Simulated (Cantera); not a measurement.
# Adiabatic ignition

An adiabatic, constant-pressure homogeneous reactor starts with 1.48 % CH₄, 0.401 % C₂H₆, 1.78 % C₃H₈, 9.48 % O₂, 86.2 % N₂, 0.623 % H₂, equivalence ratio 1.4, at 1725 K and 10.0 bar.

Computed with Cantera and GRI-Mech 3.0 (53 species, 325 reactions). GRI-Mech 3.0 was tuned for natural gas; its chemistry of propane as a main component is partial and can be far from experiment.

```
t (s)     T (K)     x CH₄   x C₂H₆   x C₃H₈    x HCO      x O      x NO      x OH
--------  -----  --------  -------  -------  -------  -------  --------  --------
3.00e-6    1724    0.0149  0.00389  0.00640  1.32e-5  2.58e-5   3.52e-9  0.000103
1.32e-5    2444    <1e-12   <1e-12   <1e-12  5.69e-7  0.00107  0.000115   0.00484
5.79e-5    2539  2.12e-12   <1e-12   <1e-12  1.51e-7  8.15e-5  0.000158   0.00149
0.000254   2548  3.49e-12   <1e-12   <1e-12  1.08e-7  4.04e-5  0.000186   0.00106
0.00112    2547  3.54e-12   <1e-12   <1e-12  1.08e-7  4.00e-5  0.000270   0.00105
0.00490    2546  3.61e-12   <1e-12   <1e-12  1.08e-7  3.96e-5  0.000374   0.00105
0.0215     2546  3.61e-12   <1e-12   <1e-12  1.08e-7  3.96e-5  0.000381   0.00105
0.0945     2546  3.61e-12   <1e-12   <1e-12  1.08e-7  3.96e-5  0.000381   0.00105
0.415      2546  3.61e-12   <1e-12   <1e-12  1.08e-7  3.96e-5  0.000381   0.00105
1.82       2546  3.61e-12   <1e-12   <1e-12  1.08e-7  3.96e-5  0.000381   0.00105
8.00       2546  3.61e-12   <1e-12   <1e-12  1.08e-7  3.96e-5  0.000381   0.00105
```
x: mole fraction; the columns are a selection and need not sum to one.

| Property | Value |
|---|---|
| time of steepest temperature rise | 7.60 µs |
| temperature at 8.00 s | 2546 K |
| equilibrium temperature | 2546 K |
| x(CH₄) at 8.00 s | 3.61e-12 (gas-phase equilibrium 4.07e-12) |
| x(C₂H₆) at 8.00 s | <1e-12 (gas-phase equilibrium <1e-12) |
| x(C₃H₈) at 8.00 s | <1e-12 (gas-phase equilibrium <1e-12) |
